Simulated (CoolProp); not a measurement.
Vapour-liquid equilibrium of CH2F2 (R32) (1) + R227EA (2) at 0.0702 MPa; x and y are mole fractions of (1).

The numbers come from the multi-fluid Helmholtz-energy mixture model, Tillner-Roth 1997 and Lemmon 2016; pair parameters Bell 2016 in CoolProp.

Task: Give the bubble temperature and the first vapour's composition at x = 0.05, 0.75, 0.95. Is there an azeotrope?

Result: x = 0.05: 243.7 K, y = 0.242; x = 0.75: 217.6 K, y = 0.933; x = 0.95: 215.2 K, y = 0.984. No azeotrope shows between x = 0.05 and 0.95.

The pair parameters rest on a limited set of measurements; away from them the model extrapolates.
